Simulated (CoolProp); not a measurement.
Vapour-liquid equilibrium of n-butane (1) + benzene (2) at 0.477 MPa; x and y are mole fractions of (1).

Values from CoolProp's multi-fluid Helmholtz-energy mixture model, Bücker 2006 and Thol 2012; pair parameters Bell 2016.

```tsv
x	bubble temperature (°C)	y at the bubble point	dew temperature at overall composition x (°C)	liquid density (mol/L)
0.05	128.4	0.251	138.2	9.612
0.2	99.5	0.673	131.1	9.846
0.35	81.0	0.834	122.9	9.911
0.5	69.5	0.905	113.3	9.862
0.65	61.7	0.942	101.6	9.743
0.8	55.8	0.968	85.7	9.587
0.95	50.3	0.992	60.0	9.419
```

No azeotrope shows between x = 0.05 and 0.95.

The pair parameters rest on a limited set of measurements; away from them the model extrapolates.
